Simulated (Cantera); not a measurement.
Transport properties of process gases

Gas mixture: CO2 : CH4 = 0.85 : 0.19 (molar parts), at 1.00 bar, frozen composition.

Cantera's kinetic-theory transport with the Lennard-Jones parameters of GRI-Mech 3.0, ideal gas; thermal conductivity in the mixture-averaged form. The composition is frozen, though it would react at the higher temperatures.

| T (K) | ρ (kg/m³) | cp (J/kg/K) | μ (µPa s) | λ (mW/m/K) | Pr | D (cm²/s) CO2 | D (cm²/s) H2O | D (cm²/s) NH3 |
|---|---|---|---|---|---|---|---|---|
| 400 | 1.17 | 1058 | 19.3 | 28.9 | 0.705 | 0.297 | 0.306 | 0.299 |
| 650 | 0.720 | 1281 | 28.8 | 52.2 | 0.706 | 0.707 | 0.784 | 0.757 |
| 900 | 0.520 | 1436 | 36.7 | 74.5 | 0.708 | 1.24 | 1.43 | 1.37 |
| 1150 | 0.407 | 1548 | 43.7 | 95.3 | 0.710 | 1.88 | 2.23 | 2.12 |
| 1400 | 0.334 | 1626 | 50.0 | 114 | 0.710 | 2.62 | 3.15 | 2.98 |
| 1650 | 0.284 | 1684 | 55.8 | 132 | 0.710 | 3.45 | 4.18 | 3.96 |
| 1900 | 0.246 | 1726 | 61.3 | 149 | 0.709 | 4.36 | 5.33 | 5.03 |
| 2150 | 0.218 | 1758 | 66.5 | 165 | 0.708 | 5.36 | 6.58 | 6.20 |
D: mixture-averaged diffusion coefficient of that species in the mixture.
